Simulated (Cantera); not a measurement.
## Premixed flame

A freely propagating, adiabatic, planar premixed flame of H2 : O2 : N2 = 1 : 0.278 : 1.04 (molar parts), equivalence ratio 1.8, unburnt at 598 K and 100.0 Torr; mixture-averaged transport, grid criteria slope 0.08 and curve 0.16, no radiation.

Model: the H2/O2 subset of GRI-Mech 3.0, which has no nitrogen chemistry, integrated in Cantera. Burning velocities carry a grid error of a few per cent, more on coarse grids.

| z (mm) | T (K) | u (m/s) | x H2 | x O2 | x H2O | x O | x HO2 | x H2O2 |
|---|---|---|---|---|---|---|---|---|
| -18.3 | 598 | 6.89 | 0.431 | 0.120 | <1e-8 | <1e-8 | <1e-8 | <1e-8 |
| -12.2 | 598 | 6.89 | 0.431 | 0.120 | <1e-8 | <1e-8 | <1e-8 | <1e-8 |
| -9.13 | 598 | 6.89 | 0.431 | 0.120 | <1e-8 | <1e-8 | <1e-8 | <1e-8 |
| -6.09 | 598 | 6.89 | 0.431 | 0.120 | 3.88e-8 | <1e-8 | 6.14e-7 | <1e-8 |
| -3.04 | 608 | 7.00 | 0.430 | 0.120 | 0.000671 | 1.02e-5 | 4.33e-5 | 3.77e-7 |
| -1.52 | 733 | 8.35 | 0.405 | 0.116 | 0.0120 | 0.000274 | 2.85e-5 | 3.74e-7 |
| 0 | 1110 | 12.3 | 0.253 | 0.0644 | 0.118 | 0.00546 | 1.08e-5 | 3.09e-7 |
| 1.52 | 1355 | 14.9 | 0.150 | 0.00816 | 0.227 | 0.00492 | 1.35e-6 | 2.49e-7 |
| 3.04 | 1448 | 15.8 | 0.147 | 0.00340 | 0.238 | 0.00409 | 5.13e-7 | 2.24e-7 |
| 6.09 | 1558 | 16.9 | 0.155 | 0.00276 | 0.240 | 0.00388 | 3.68e-7 | 1.87e-7 |
| 12.2 | 1688 | 18.1 | 0.165 | 0.00226 | 0.243 | 0.00342 | 2.71e-7 | 1.24e-7 |
| 24.4 | 1826 | 19.4 | 0.175 | 0.00168 | 0.247 | 0.00270 | 1.88e-7 | 6.93e-8 |
| 48.7 | 1961 | 20.6 | 0.185 | 0.00110 | 0.252 | 0.00187 | 1.26e-7 | 3.61e-8 |
x: mole fraction of selected species; z is measured from the peak of heat release.

```json
{
  "laminar_burning_velocity": "689 cm/s",
  "thermal_thickness": "6.09 mm",
  "peak x(O)": "0.00655",
  "peak x(HO2)": "4.34e-5",
  "peak x(H2O2)": "5.36e-7",
  "grid_points": "134"
}
```
